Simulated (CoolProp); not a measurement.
Vapour pressure (bar) of nitrous oxide: the reference equation beside estimates from Tc = 36.4 °C, pc = 72.45 bar, ω = 0.161. Clausius-Clapeyron is anchored at -56.75 °C with a constant enthalpy of vaporisation of 14.76 kJ/mol.

Model: reference Helmholtz-energy equation of state, Lemmon 2006, in CoolProp. It is a short technical equation, of lower accuracy than the large ones.

```
T (°C)  reference  Clausius-Clapeyron  Peng-Robinson
------  ---------  ------------------  -------------
-56.75      4.933               4.933          4.930
-53.05      5.739               5.662          5.730
-49.25      6.666               6.493          6.650
-45.55      7.672               7.386          7.648
-41.75      8.819               8.395          8.787
-38.05      10.05               9.472          10.01
-34.25      11.45               10.68          11.40
-30.55      12.94               11.96          12.89
-26.75      14.61               13.39          14.56
-23.05      16.39               14.90          16.34
```

Absolute difference from the reference over all 10 rows, mean and median: Clausius-Clapeyron 5.0 and 5.3 %, Peng-Robinson 0.3 and 0.3 %.
